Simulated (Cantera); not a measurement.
Feed: 1 mol CH₃F, 0.19 mol HCl, equilibrated at 2750 °C and 1.00 Torr.

These are equilibrium values from Cantera (NASA tables, ideal gas, pure condensed phases), not measurements of a reactor. Candidate condensed phases: C, C₆H₆, C₇H₈, C₈H₁₈; 118 gas species. Kinetics and transport are ignored.

Base state: H 0.575, HF 0.202, C₃ 0.0642, F 0.0489, Cl 0.0466, C 0.0283, H₂ 0.0153, C₂ 0.0109 (mole fractions); condensed: gas only.

Task: What changes in the equilibrium state with this change: temperature from 2750 °C to 3027 °C?

Result: 
```csv
species,before,after
H,0.575,0.601
F,0.0489,0.132
C,0.0283,0.0947
HF,0.202,0.0783
H₂,0.0153,0.00361
C₃,0.0642,0.0274
C₂,0.0109,0.0159
Cl,0.0466,0.0406
C₂H₂ (acetylene),0.000366,1.72e-5
C₅,0.000451,3.98e-5
HCl,0.00183,0.000364
```

Task: What changes in the equilibrium state with this change: pressure from 1.00 Torr to 1.43 Torr?

Result: 
| species | before | after |
|---|---|---|
| H | 0.575 | 0.563 |
| HF | 0.202 | 0.220 |
| C₃ | 0.0642 | 0.0677 |
| F | 0.0489 | 0.0380 |
| H₂ | 0.0153 | 0.0210 |
| C | 0.0283 | 0.0228 |
| C₂ | 0.0109 | 0.0101 |
| Cl | 0.0466 | 0.0470 |
| C₂H₂ (acetylene) | 0.000366 | 0.000657 |
| HCl | 0.00183 | 0.00258 |
| C₅ | 0.000451 | 0.000626 |

Task: What changes in the equilibrium state with this change: HCl from 0.19 to 0.59 mol?

Result: 
```json
[
 {"species": "H", "before": "0.575", "after": "0.557"},
 {"species": "HF", "before": "0.202", "after": "0.167"},
 {"species": "Cl", "before": "0.0466", "after": "0.120"},
 {"species": "C₃", "before": "0.0642", "after": "0.0523"},
 {"species": "F", "before": "0.0489", "after": "0.0417"},
 {"species": "C₂", "before": "0.0109", "after": "0.00954"},
 {"species": "C", "before": "0.0283", "after": "0.0265"},
 {"species": "H₂", "before": "0.0153", "after": "0.0144"},
 {"species": "HCl", "before": "0.00183", "after": "0.00459"},
 {"species": "CF₂", "before": "1.03e-5", "after": "7.01e-6"},
 {"species": "C₅", "before": "0.000451", "after": "0.000321"},
 {"species": "C₄", "before": "0.000139", "after": "0.000105"},
 {"species": "CF", "before": "0.00355", "after": "0.00283"}
]
```
